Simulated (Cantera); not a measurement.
Cantera with NASA thermochemical tables; ideal gases at 1 bar, condensed phases pure. Values are per mole of reaction as written; species without (g) are pure solids or liquids, kept so even where they would boil at 1 bar.

Between 1423 and 1548 K, where is each reaction favourable under standard conditions?
- 3 H₂(g) + N₂(g) ⇌ 2 NH₃(g)
- 4 Cr + N₂(g) ⇌ 2 Cr₂N


- 3 H₂(g) + N₂(g) ⇌ 2 NH₃(g): ΔG° is 223 kJ at 1423 K and 253 kJ at 1548 K; it stays positive (K < 1). ΔH° is -113 kJ and ΔS° -236 J/K at 1548 K.
- 4 Cr + N₂(g) ⇌ 2 Cr₂N: ΔG° is -47 kJ at 1423 K and -31 kJ at 1548 K; it stays negative (K > 1). ΔH° is -230 kJ and ΔS° -128 J/K at 1548 K.
